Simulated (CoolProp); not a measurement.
Vapour-liquid equilibrium of benzene (1) + octamethylcyclotetrasiloxane (D4) (2) at 0.0295 MPa; x and y are mole fractions of (1).

The numbers come from the multi-fluid Helmholtz-energy mixture model, Thol 2012 and Thol 2015; pair parameters Bell 2016 in CoolProp.

Question: Give the bubble temperature and the first vapour's composition at x = 0.05, 0.125, 0.875. Is there an azeotrope?

Answer: x = 0.05: 393.1 K, y = 0.387; x = 0.125: 375.9 K, y = 0.706; x = 0.875: 321.3 K, y = 0.997. No azeotrope shows between x = 0.05 and 0.95.

The pair parameters rest on a limited set of measurements; away from them the model extrapolates. The gap from Raoult's law changes sign with composition, which may be real or a fault of the pair parameters; it wasn't checked against measurements.
